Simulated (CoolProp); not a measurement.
Normal hydrogen at 298.15 K and 0.136 MPa is throttled through a valve to 0.044 MPa with no heat exchange. Each further row changes one setting.

Values from CoolProp's reference Helmholtz-energy equation of state, Leachman 2009.

| case | final density (kg/m³) |
|---|---|
| as stated | ___ |
| outlet pressure 0.0132 MPa | ___ |
| outlet pressure 0.0572 MPa | ___ |

Problem. Complete the blanks.

Solution. 
- as stated, final density (kg/m³): 0.0358
- outlet pressure 0.0132 MPa, final density (kg/m³): 0.0107
- outlet pressure 0.0572 MPa, final density (kg/m³): 0.0465
